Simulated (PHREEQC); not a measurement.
Solution (65 °C): 0.17 mol/kgw NH3 and 1.1e-06 mol/kgw H4SiO4. Closed to the air; pH follows from the charge balance.

The numbers come from PHREEQC with the ion-association model, phreeqc.dat.

Precipitation was switched off in this run.

What pH, ionic strength does the model give?

pH 10.15; ionic strength 0.00186 mol/kgw.

In which forms is Si present?

H3SiO4- 86 %, H4SiO4 13 %, H2SiO4-2 0.7 % of the Si.

Species that the database lacks are ignored. At this temperature some constants are extrapolated from 25 °C, and those without enthalpy data are left unchanged.
